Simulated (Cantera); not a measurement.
A perfectly stirred reactor is fed with H2 : O2 : N2 = 0.18 : 1 : 0.32 (molar parts), equivalence ratio 0.090, at 10.00 Torr; it is held at 950 K, and followed from long to short residence time.

Computed with Cantera and the H2/O2 subset of GRI-Mech 3.0, which has no nitrogen chemistry. Radical loss at walls, strong at low pressure, is not modelled. The temperature is held fixed by assumption; the heat of reaction is taken as removed at once.

### Question
What does this change do: H2 0.18 to 0.027 parts?

### Answer
| quantity | before | after |
|---|---|---|
| x(H2) at τ = 1.20 s | 0.00122 | 0.000351 |
| x(O2) at τ = 1.20 s | 0.645 | 0.739 |
| x(H2O2) at τ = 1.20 s | 2.26e-7 | 5.21e-8 |
| x(H) at τ = 1.20 s | 0.000242 | 6.68e-5 |
| x(HO2) at τ = 1.20 s | 6.42e-6 | 2.01e-6 |
| x(H2) at τ = 38.0 ms | 0.00842 | 0.00239 |
| x(O2) at τ = 38.0 ms | 0.640 | 0.736 |
| x(H2O2) at τ = 38.0 ms | 3.10e-7 | 1.20e-7 |
| x(H) at τ = 38.0 ms | 0.00652 | 0.00136 |
| x(HO2) at τ = 38.0 ms | 1.06e-5 | 4.54e-6 |

### Question
What does this change do: temperature 950 to 1398 K?

### Answer
| quantity | before | after |
|---|---|---|
| x(H2) at τ = 1.20 s | 0.00122 | 0.000513 |
| x(O2) at τ = 1.20 s | 0.645 | 0.640 |
| x(H2O2) at τ = 1.20 s | 2.26e-7 | 6.38e-8 |
| x(H) at τ = 1.20 s | 0.000242 | 0.000692 |
| x(HO2) at τ = 1.20 s | 6.42e-6 | 1.59e-6 |
| x(H2) at τ = 38.0 ms | 0.00842 | 0.00341 |
| x(O2) at τ = 38.0 ms | 0.640 | 0.611 |
| x(H2O2) at τ = 38.0 ms | 3.10e-7 | 1.18e-7 |
| x(H) at τ = 38.0 ms | 0.00652 | 0.0127 |
| x(HO2) at τ = 38.0 ms | 1.06e-5 | 3.10e-6 |

### Question
What does this change do: H2 0.18 to 0.05 parts?

### Answer
```tsv
quantity	before	after
x(H2) at τ = 1.20 s	0.00122	0.000512
x(O2) at τ = 1.20 s	0.645	0.724
x(H2O2) at τ = 1.20 s	2.26e-7	8.09e-8
x(H) at τ = 1.20 s	0.000242	0.000109
x(HO2) at τ = 1.20 s	6.42e-6	2.86e-6
x(H2) at τ = 38.0 ms	0.00842	0.00349
x(O2) at τ = 38.0 ms	0.640	0.720
x(H2O2) at τ = 38.0 ms	3.10e-7	1.56e-7
x(H) at τ = 38.0 ms	0.00652	0.00248
x(HO2) at τ = 38.0 ms	1.06e-5	5.80e-6
```
